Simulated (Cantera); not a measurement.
What does this Cantera script print?

```python
import numpy as np
import cantera as ct

gas_names = [...]  # 110 gases of nasa_gas.yaml made of C, H, O
cond_names = """
    C(gr) C6H6(L) C7H8(L) C8H18(L),n-octa H2O(s) H2O(L)
""".split()


# ... load() reads the species with a 1 bar reference pressure and builds the phases ...
atoms = {
    'C2H4': {'C': 2, 'H': 4},
    'H2O': {'H': 2, 'O': 1},
    'H2': {'H': 2},
}
top_T = {'C(gr)': 4500}  # K; cautious upper limits of use, not melting points


# ... equilibrate(T, P, feed) seeds the gas with the atoms and calls Mixture.equilibrate('TP', solver="vcs", rtol=1e-11, max_steps=5000) ...
results = []
feed = {'C2H4': 1, 'H2O': 0.47, 'H2': 51}  # mol
T = 848.15  # K
for P in [10, 100, 1000, 10000, 100000, 1000000, 10000000]:
    mix = equilibrate(T, P, feed)
    results.append((T, P, feed, dict(zip(mix.species_names, mix.species_moles))))
    x = sorted(zip(gas.X, gas.species_names), reverse=True)
    print(f"T = {T:g} K  P = {P:g} Pa  gas = {mix.phase_moles(0):.4g} mol")
    print("   x: " + "  ".join(f"{s} {v:.3e}" for v, s in x if v > 0.0001))
    print("   condensed (mol): " + ("  ".join(f"{mix.phase(i).name} {mix.phase_moles(i):.4g}"
          for i in range(1, mix.n_phases) if mix.phase_moles(i) > 1e-12) or "none"))
```

Result:

```
T = 848.15 K  P = 10 Pa  gas = 53.94 mol
   x: H2 9.912e-01  CO 8.707e-03
   condensed (mol): C(gr) 1.527
T = 848.15 K  P = 100 Pa  gas = 53.9 mol
   x: H2 9.907e-01  CO 8.653e-03  CH4 6.273e-04
   condensed (mol): C(gr) 1.5
T = 848.15 K  P = 1000 Pa  gas = 53.58 mol
   x: H2 9.850e-01  CO 8.152e-03  CH4 6.202e-03  H2O 5.907e-04
   condensed (mol): C(gr) 1.23
T = 848.15 K  P = 10000 Pa  gas = 51.9 mol
   x: H2 9.566e-01  CH4 3.441e-02  H2O 4.863e-03  CO 4.065e-03
   condensed (mol): none
T = 848.15 K  P = 100000 Pa  gas = 51.48 mol
   x: H2 9.521e-01  CH4 3.876e-02  H2O 9.039e-03
   condensed (mol): none
T = 848.15 K  P = 1e+06 Pa  gas = 51.47 mol
   x: H2 9.520e-01  CH4 3.886e-02  H2O 9.131e-03
   condensed (mol): none
T = 848.15 K  P = 1e+07 Pa  gas = 51.47 mol
   x: H2 9.520e-01  CH4 3.886e-02  H2O 9.132e-03
   condensed (mol): none
```

Method: chemical equilibrium by Gibbs-energy minimisation in Cantera with the NASA 1993 tables (ideal gas, pure condensed phases). The ideal-gas law is rough above about 30 bar.
